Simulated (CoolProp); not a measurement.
Vapour-liquid equilibrium of fluoroethane (R161) (1) + R1234yf (2) at 264.5 K; x and y are mole fractions of (1).

Computed with CoolProp (multi-fluid Helmholtz-energy mixture model, Wu 2012 and Lemmon 2022; pair parameters Bell 2016).

**Question.** Give the bubble pressure and the first vapour's composition at x = 0.05, 0.35, 0.65. Is there an azeotrope?

**Answer.** x = 0.05: 0.2393 MPa, y = 0.072; x = 0.35: 0.2737 MPa, y = 0.433; x = 0.65: 0.3016 MPa, y = 0.709. No azeotrope shows between x = 0.05 and 0.95.

Pair parameters are fitted to limited data, so mixtures are less certain than the pure fluids.
